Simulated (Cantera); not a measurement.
# Adiabatic ignition

An adiabatic, constant-pressure homogeneous reactor starts with 10.9 % CO, 0.755 % H2, 1.97 % CH4, 18.2 % O2, 68.2 % N2, equivalence ratio 0.54, at 1348 K and 1.00 atm.

Cantera simulation using GRI-Mech 3.0 (53 species, 325 reactions); the numbers are that mechanism's predictions, not measurements.

```tsv
t (s)	T (K)	x CO	x H2	x CH4	x N2O	x CO2	x CH2	x NO
9.00e-6	1348	0.109	0.00755	0.0197	<1e-12	1.05e-7	<1e-12	<1e-12
3.03e-5	1348	0.109	0.00755	0.0197	1.04e-12	5.98e-7	<1e-12	<1e-12
0.000102	1348	0.109	0.00755	0.0197	1.53e-11	7.11e-6	9.71e-11	<1e-12
0.000343	1777	0.0762	0.00296	<1e-12	3.05e-7	0.0526	<1e-12	4.36e-6
0.00116	2423	0.0181	0.00110	<1e-12	5.83e-7	0.117	<1e-12	0.000533
0.00389	2475	0.0132	0.000783	<1e-12	6.29e-7	0.122	<1e-12	0.00238
0.0131	2469	0.0129	0.000770	<1e-12	6.43e-7	0.123	<1e-12	0.00697
0.0441	2461	0.0126	0.000755	<1e-12	6.80e-7	0.123	<1e-12	0.0122
0.149	2460	0.0126	0.000753	<1e-12	6.88e-7	0.123	<1e-12	0.0130
0.500	2460	0.0126	0.000753	<1e-12	6.88e-7	0.123	<1e-12	0.0130
```
x: mole fraction; the columns are a selection and need not sum to one.

The time of steepest temperature rise comes out as 0.316 ms. The temperature at 0.500 s comes out as 2460 K. The equilibrium temperature is 2460 K, the x(CO) at 0.500 s comes out as 0.0126 (gas-phase equilibrium 0.0126) and the x(H2) at 0.500 s comes out as 0.000753 (gas-phase equilibrium 0.000753). The x(CH4) at 0.500 s is <1e-12 (gas-phase equilibrium <1e-12).
